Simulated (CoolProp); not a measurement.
A single-stage vapour-compression cycle with propyne: evaporating at 286.15 K (dew point), condensing at 345.15 K (bubble point), superheat 0 K, subcooling 5 K, compressor efficiency 0.85, no pressure losses. Each further row changes one setting.

Values from CoolProp's reference Helmholtz-energy equation of state, Polt 1992. This equation is an older, rougher fit; its heat capacities, sound speeds and derivatives of the liquid may be far off and weren't checked against measurements.

```
case                              cooling COP  pressure ratio  discharge temperature (K)  refrigerating effect (kJ/kg)  volumetric capacity (kJ/m³)
--------------------------------  -----------  --------------  -------------------------  ----------------------------  ---------------------------
as stated                                3.29            4.66                      369.2                           345                         2580
evaporating temperature 291.15 K         3.73            3.99                      366.6                           350                         3040
condensing temperature 340.15 K          3.71            4.17                      362.6                           359                         2690
subcooling 10 K                          3.43            4.66                      369.2                           359                         2690
superheat 10 K                           3.29            4.66                      379.5                           362                         2590
compressor efficiency 0.75               2.90            4.66                      375.6                           345                         2580
```
